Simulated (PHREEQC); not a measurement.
Solution (20 °C): 0.012 mol ZnSO4, 0.0087 mol KCl and 0.00018 mol H2SO4 per kg of water. Closed to the air; pH follows from the charge balance.

Model: ion-association model, phreeqc.dat, run in PHREEQC.

Each row changes one thing in this solution. No solid was allowed to form.

```json
[
 {"case": "as made", "pH": "3.64", "ionic strength (mol/kgw)": "0.0416", "SO4-2 (mol/kgw)": "0.00792", "KSO4- (mol/kgw)": "0.000208", "HSO4- (mol/kgw)": "9.34e-5", "SI of Sylvite (KCl)": "-5.18"},
 {"case": "ZnSO4 left out", "pH": "3.49", "ionic strength (mol/kgw)": "0.00922", "SO4-2 (mol/kgw)": "0.000170", "KSO4- (mol/kgw)": "6.42e-6", "HSO4- (mol/kgw)": "3.63e-6", "SI of Sylvite (KCl)": "-5.08"},
 {"case": "KCl from 0.0087 to 0.00957 mol/kgw", "pH": "3.64", "ionic strength (mol/kgw)": "0.0425", "SO4-2 (mol/kgw)": "0.00793", "KSO4- (mol/kgw)": "0.000228", "HSO4- (mol/kgw)": "9.31e-5", "SI of Sylvite (KCl)": "-5.09"},
 {"case": "H2SO4 replaced by MnSO4 at the same molality", "pH": "5.77", "ionic strength (mol/kgw)": "0.0418", "SO4-2 (mol/kgw)": "0.00796", "KSO4- (mol/kgw)": "0.000209", "HSO4- (mol/kgw)": "6.99e-7", "SI of Sylvite (KCl)": "-5.18"},
 {"case": "H2SO4 from 0.00018 to 0.00027 mol/kgw", "pH": "3.46", "ionic strength (mol/kgw)": "0.0418", "SO4-2 (mol/kgw)": "0.00796", "KSO4- (mol/kgw)": "0.000209", "HSO4- (mol/kgw)": "0.000140", "SI of Sylvite (KCl)": "-5.18"},
 {"case": "ZnSO4 from 0.012 to 0.0132 mol/kgw", "pH": "3.65", "ionic strength (mol/kgw)": "0.0444", "SO4-2 (mol/kgw)": "0.00855", "KSO4- (mol/kgw)": "0.000220", "HSO4- (mol/kgw)": "9.76e-5", "SI of Sylvite (KCl)": "-5.18"},
 {"case": "temperature from 20 to 50 °C", "pH": "3.73", "ionic strength (mol/kgw)": "0.0401", "SO4-2 (mol/kgw)": "0.00759", "KSO4- (mol/kgw)": "0.000313", "HSO4- (mol/kgw)": "0.000143", "SI of Sylvite (KCl)": "-5.34"}
]
```

Away from 25 °C the constants follow the database's enthalpies or fits; those with neither stay at their 25 °C values.
